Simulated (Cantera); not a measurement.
Feed: 1 mol Si3N4, 0.17 mol H2O, 41 mol H2, 0.022 mol N2O, equilibrated at 2048.15 K and 1.33 mbar.

Equilibrium computed with Cantera from the NASA thermochemical tables; the gas is ideal and each condensed phase is pure. Candidate condensed phases: H2O, Si, SiO2, Si2N2O, Si3N4; 35 gas species. The tables' values for SiN are old estimates; treat these amounts as uncertain. Gases not in the tables: Si2H6 and higher silanes. Equilibrium is a limit: real reactors are often held back by kinetics, nucleation or transport.

Base state: H2 0.839, H 0.0562, Si 0.0559, N2 0.0425, SiO 0.00405, SiH 0.00114, Si2 0.000639, Si3 0.000132 (mole fractions); condensed: gas only.

What changes in the equilibrium state with this change: temperature from 2048.15 K to 1523 K?


```json
[
 {"species": "H2", "before": "0.839", "after": "0.954"},
 {"species": "N2", "before": "0.0425", "after": "0.0438"},
 {"species": "SiO", "before": "0.00405", "after": "0.00143"},
 {"species": "Si", "before": "0.0559", "after": "1.35e-5"},
 {"species": "H", "before": "0.0562", "after": "0.000618"},
 {"species": "Si3", "before": "0.000132", "after": "3.86e-9"},
 {"species": "Si2", "before": "0.000639", "after": "2.03e-8"},
 {"species": "SiN", "before": "9.80e-5", "after": "1.21e-7"},
 {"species": "SiH", "before": "0.00114", "after": "1.41e-6"},
 {"species": "Si2N", "before": "0.000121", "after": "1.86e-7"},
 {"species": "Si(s), mol", "before": "0", "after": "2.68"},
 {"species": "Si2N2O(s), mol", "before": "0", "after": "0.131"}
]
```
Mutual solubility and eutectic melting of coexisting phases are not modelled.

What changes in the equilibrium state with this change: temperature from 2048.15 K to 1273 K?


```csv
species,before,after
H2,0.839,0.998
N2,0.0425,0.00208
H,0.0562,1.95e-5
Si,0.0559,2.65e-9
SiO,0.00405,4.20e-7
SiH,0.00114,<1e-9
Si2,0.000639,<1e-9
"Si2N2O(s), mol",0,0.192
"Si3N4(s), mol",0,0.872
```
Mutual solubility and eutectic melting of coexisting phases are not modelled.

What changes in the equilibrium state with this change: N2O from 0.022 to 0.088 mol?


```json
[
 {"species": "H2", "before": "0.839", "after": "0.838"},
 {"species": "H", "before": "0.0562", "after": "0.0562"},
 {"species": "Si", "before": "0.0559", "after": "0.0546"},
 {"species": "SiO", "before": "0.00405", "after": "0.00543"},
 {"species": "N2", "before": "0.0425", "after": "0.0438"},
 {"species": "Si3", "before": "0.000132", "after": "0.000123"},
 {"species": "Si2", "before": "0.000639", "after": "0.000609"},
 {"species": "Si2N", "before": "0.000121", "after": "0.000117"},
 {"species": "SiH2", "before": "0.000115", "after": "0.000112"},
 {"species": "SiH", "before": "0.00114", "after": "0.00111"}
]
```
